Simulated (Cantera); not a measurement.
A closed system holds: 1 mol C6H6, 0.17 mol CO2, equilibrated at 1498 K and 28.5 Torr.

Equilibrium computed with Cantera from the NASA thermochemical tables; the gas is ideal and each condensed phase is pure. Candidate condensed phases: C, C6H6, C7H8, C8H18, H2O; 110 gas species. Equilibrium is a limit: real reactors are often held back by kinetics, nucleation or transport.

What is the equilibrium state?


```
Item                    Result
-------------------  ---------
x(H2)                    0.898
x(CO)                    0.102
x(H)                   8.35e-5
x(CH4)                 7.95e-5
x(C2H2 (acetylene))    7.91e-6
x(H2O)                 6.05e-6
n(C(graphite))        5.83 mol
gas amount           3.340 mol
```
